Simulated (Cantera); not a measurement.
Charge: 1 mol PbCl2, 4.5 mol H2, 6.4 mol N2, at 1400 K and 7.10e-6 bar.

These are equilibrium values from Cantera (NASA tables, ideal gas, pure condensed phases), not measurements of a reactor. Candidate condensed phases: NH4Cl, Pb, PbCl2; 17 gas species. Kinetics and transport are ignored.

What is the equilibrium state?


```
Item                                  Value
--------------------------------  ---------
x(N2)                                 0.496
x(H2)                                 0.272
x(HCl)                                0.153
x(Pb)                                0.0761
x(PbCl)                             0.00142
x(H)                               0.000952
x(Cl)                              0.000442
x(PbCl2)                            3.20e-6
gas amount                        12.90 mol
log10 activity of Pb(l) (absent)      -4.21
```
